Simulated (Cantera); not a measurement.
An adiabatic, constant-volume homogeneous reactor starts with 8.20 % CH4, 19.3 % O2, 72.5 % N2, at 1725 K and 23000 Pa.

Detailed kinetics in Cantera: GRI-Mech 3.0 (53 species, 325 reactions).

Question: Predict: time of steepest temperature rise; temperature at 1.00 s; equilibrium temperature; x(O2) at 1.00 s; x(CO) at 1.00 s.

Answer: 
- time of steepest temperature rise = 0.657 ms
- temperature at 1.00 s = 2774 K
- equilibrium temperature = 2774 K
- x(O2) at 1.00 s = 0.0388 (gas-phase equilibrium 0.0388)
- x(CO) at 1.00 s = 0.0407 (gas-phase equilibrium 0.0407)
